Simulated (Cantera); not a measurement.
Mixture: 4.23 % CH4, 20.1 % O2, 75.7 % N2, equivalence ratio 0.42, at 31.0 bar, adiabatic and at constant pressure. Ignition delay is the time to a rise of 400 K.

Cantera simulation using GRI-Mech 3.0 (53 species, 325 reactions); the numbers are that mechanism's predictions, not measurements. The pressure lies above the range GRI-Mech 3.0 was tuned for (to about 10 atm).

Task: Predict: delay at 1050 K; delay at 1150 K; delay at 1250 K; delay at 1350 K; delay at 1450 K; apparent activation energy between 1350 and 1450 K.

Result: 
```
Item                                                    Result
--------------------------------------------------  ----------
delay at 1050 K                                        10.1 ms
delay at 1150 K                                        2.21 ms
delay at 1250 K                                       0.626 ms
delay at 1350 K                                       0.214 ms
delay at 1450 K                                        83.6 µs
apparent activation energy between 1350 and 1450 K  150 kJ/mol
```
